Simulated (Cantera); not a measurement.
An adiabatic, constant-volume homogeneous reactor starts with 18.1 % CH4, 17.2 % O2, 64.7 % N2, equivalence ratio 2.1, at 1098 K and 22.0 bar.

Computed with Cantera and GRI-Mech 3.0 (53 species, 325 reactions). The pressure lies above the range GRI-Mech 3.0 was tuned for (to about 10 atm).

Question: Predict: time of steepest temperature rise; temperature at 3.00 s; equilibrium temperature; x(CH4) at 3.00 s; x(O2) at 3.00 s; x(CO) at 3.00 s; x(H2) at 3.00 s; x(H2O2) at 3.00 s; x(HO2) at 3.00 s.

Answer: 
| Item | Result |
|---|---|
| time of steepest temperature rise | 9.95 ms |
| temperature at 3.00 s | 2461 K |
| equilibrium temperature | 2461 K |
| x(CH4) at 3.00 s | 8.80e-8 (gas-phase equilibrium 9.68e-8) |
| x(O2) at 3.00 s | 1.89e-7 (gas-phase equilibrium 1.89e-7) |
| x(CO) at 3.00 s | 0.137 (gas-phase equilibrium 0.137) |
| x(H2) at 3.00 s | 0.181 (gas-phase equilibrium 0.181) |
| x(H2O2) at 3.00 s | 2.63e-9 (gas-phase equilibrium 2.63e-9) |
| x(HO2) at 3.00 s | 1.15e-9 (gas-phase equilibrium 1.15e-9) |
